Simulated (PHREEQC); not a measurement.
Dissolve 65.7 mmol/kgw CdCl2, 160 mmol/kgw KCl and 0.17 mmol/kgw MnSO4 at 55 °C. Closed to the air; pH follows from the charge balance.

Model: ion-association model, phreeqc.dat, run in PHREEQC.

- pH = 5.39
- ionic strength = 0.218 mol/kgw
- activity of water = 0.993
- density = 1.003 g/cm³

| species | molality | activity | log γ |
|---|---|---|---|
| Cl- | 0.208 | 0.144 | -0.157 |
| K+ | 0.160 | 0.111 | -0.160 |
| CdCl+ | 0.0381 | 0.0278 | -0.137 |
| CdCl2 | 0.0176 | 0.0185 | 0.022 |
| Cd+2 | 0.00648 | 0.00184 | -0.546 |
| CdCl3- | 0.00348 | 0.00254 | -0.137 |
| Mn+2 | 0.000135 | 4.06e-5 | -0.521 |
| SO4-2 | 0.000105 | 2.79e-5 | -0.576 |
| KSO4- | 4.79e-5 | 3.49e-5 | -0.137 |
| MnCl+ | 3.31e-5 | 2.39e-5 | -0.142 |

No solid was allowed to form. Complexes and solids missing from the database can't appear. At this temperature some constants are extrapolated from 25 °C, and those without enthalpy data are left unchanged.
